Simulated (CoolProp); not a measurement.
Saturation properties of R142b.

Model: reference Helmholtz-energy equation of state, Lemmon 2006, in CoolProp. It is a short technical equation, of lower accuracy than the large ones.

```tsv
T (°C)	p (bar)	surface tension (mN/m)	liquid viscosity (µPa s)
-24.55	0.5181	18.0	409
-16.55	0.7423	16.9	370
-8.45	1.041	15.8	336
-0.45	1.422	14.7	306
7.55	1.902	13.7	279
15.55	2.499	12.6	255
23.65	3.240	11.6	234
31.65	4.123	10.6	214
39.65	5.177	9.61	197
47.65	6.421	8.64	181
55.75	7.893	7.68	166
63.75	9.580	6.76	153
71.75	11.52	5.86	140
79.75	13.73	4.99	128
```

It boils at -9.1 °C under 1 atm.

Viscosity comes from a separate model (Huber 2003), an estimate that may be off by 10 % or more. Surface tension comes from a separate correlation (Mulero 2012).
